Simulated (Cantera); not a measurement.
Input: 1 mol CS₂, 0.25 mol O₂, 0.21 mol N₂, at 2648 K and 3.20 bar.

Cantera equilibrium calculation (NASA polynomials, part measured and part estimated; ideal gas, pure solids and liquids). Candidate condensed phases: C, S; 35 gas species. Kinetics and transport are ignored.

Base state: S₂ 0.313, CO 0.272, CS₂ 0.167, N₂ 0.115, CS 0.106, S 0.0247, COS 0.00172, SN 0.000108 (mole fractions); condensed: gas only.

What changes in the equilibrium state with this change: O₂ from 0.25 to 0.044 mol?


```
species    before     after
-------  --------  --------
CS₂         0.167     0.328
CS          0.106     0.272
S₂          0.313     0.184
CO          0.272    0.0577
S          0.0247    0.0189
N₂          0.115     0.138
COS       0.00172  0.000279
CN        9.40e-6   3.44e-5
SN       0.000108   9.12e-5
```
